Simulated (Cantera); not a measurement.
Input: 1 mol SiHCl₃, 0.68 mol NH₃, 3.7 mol N₂, equilibrated at 1330 Pa.

Method: chemical equilibrium by Gibbs-energy minimisation in Cantera with the NASA 1993 tables (ideal gas, pure condensed phases). Candidate condensed phases: NH₄Cl, Si, Si₃N₄; 28 gas species. The tables' values for SiCl₃ are old estimates; treat these amounts as uncertain. Equilibrium is a limit: real reactors are often held back by kinetics, nucleation or transport. All values below are at 1248 K.

Base state: N₂ 0.565, HCl 0.295, H₂ 0.0931, SiCl₄ 0.0418, SiCl₃ 0.00292, SiCl₂ 0.00148, SiHCl₃ 0.000465 (mole fractions); condensed: Si₃N₄(s).

Problem. What changes in the equilibrium state with this change: SiHCl₃ replaced by SiH₄?

Solution. 
```csv
species,before,after
N₂,0.565,0.528
H₂,0.0931,0.472
HCl,0.295,0
SiCl₄,0.0418,0
SiCl₃,0.00292,0
SiCl₂,0.00148,0
SiHCl₃,0.000465,0
"Si₃N₄(s), mol",0.235,0.333
```

Problem. What changes in the equilibrium state with this change: NH₃ from 0.68 to 5 mol?

Solution. 
```csv
species,before,after
H₂,0.0931,0.434
N₂,0.565,0.369
HCl,0.295,0.197
SiCl₄,0.0418,0.000507
SiCl₃,0.00292,0.000115
SiHCl₃,0.000465,3.94e-5
SiCl₂,0.00148,0.000188
"Si₃N₄(s), mol",0.235,0.329
```
